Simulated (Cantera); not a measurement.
Input: 1 mol NF₃, 0.21 mol H₂, 2.8 mol N₂, 2.7 mol O₂, at 2025 °C and 3.90 Torr.

Cantera equilibrium calculation (NASA polynomials, part measured and part estimated; ideal gas, pure solids and liquids). Candidate condensed phases: H₂O; 40 gas species. Rates play no part.

Base state: N₂ 0.354, F 0.282, O₂ 0.271, HF 0.0458, O 0.0354, NO 0.0119 (mole fractions); condensed: gas only.

### Question
What changes in the equilibrium state with this change: temperature from 2025 °C to 1325 °C?

### Answer
| species | before | after |
|---|---|---|
| N₂ | 0.354 | 0.366 |
| O₂ | 0.271 | 0.299 |
| F | 0.282 | 0.287 |
| O | 0.0354 | 0.000107 |
| NO | 0.0119 | 0.00156 |
| HF | 0.0458 | 0.0467 |
| F₂ | 5.14e-7 | 2.53e-5 |

### Question
What changes in the equilibrium state with this change: NF₃ replaced by SO₂?

### Answer
```csv
species,before,after
N₂,0.354,0.404
O₂,0.271,0.354
SO₂,0,0.142
F,0.282,0
HF,0.0458,0
H₂O,1.19e-8,0.0207
OH,9.96e-6,0.0141
NO,0.0119,0.0145
O,0.0354,0.0405
SO,0,0.00514
H₂,<1e-9,0.000991
S,0,5.19e-5
SO₃,0,1.66e-5
H,3.39e-6,0.00418
```
Further candidate phases: H₂SO₄, S.
